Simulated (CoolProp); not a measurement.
Vapour-liquid equilibrium of sulfur hexafluoride (1) + R113 (2) at -23.85 °C; x and y are mole fractions of (1).

The numbers come from the multi-fluid Helmholtz-energy mixture model, Guder 2009 and Marx 1992; pair parameters Bell 2016 in CoolProp.

Q: Give the bubble pressure and the first vapour's composition at x = 0.05, 0.125, 0.575. Is there an azeotrope?

A: x = 0.05: 0.07478 MPa, y = 0.944; x = 0.125: 0.1100 MPa, y = 0.962; x = 0.575: 0.2275 MPa, y = 0.988. No azeotrope shows between x = 0.05 and 0.95.

Pair parameters are fitted to limited data, so mixtures are less certain than the pure fluids. The gap from Raoult's law changes sign with composition, which may be real or a fault of the pair parameters; it wasn't checked against measurements. With so large a gap from Raoult's law the liquid may split in two, which this calculation doesn't test in full.
